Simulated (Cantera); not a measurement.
## Ignition delay

Mixture: 35.3 % H2, 13.6 % O2, 51.1 % N2, equivalence ratio 1.3, at 750 Torr, adiabatic and at constant volume. Ignition delay is the time to a rise of 400 K.

Computed with Cantera and the H2/O2 subset of GRI-Mech 3.0, which has no nitrogen chemistry.

```csv
T0 (K),delay (ms)
1000,0.321
1050,0.145
1100,0.0892
1150,0.0618
1200,0.0458
1250,0.0355
```

| Item | Value |
|---|---|
| apparent activation energy between 1150 and 1250 K | 66 kJ/mol |
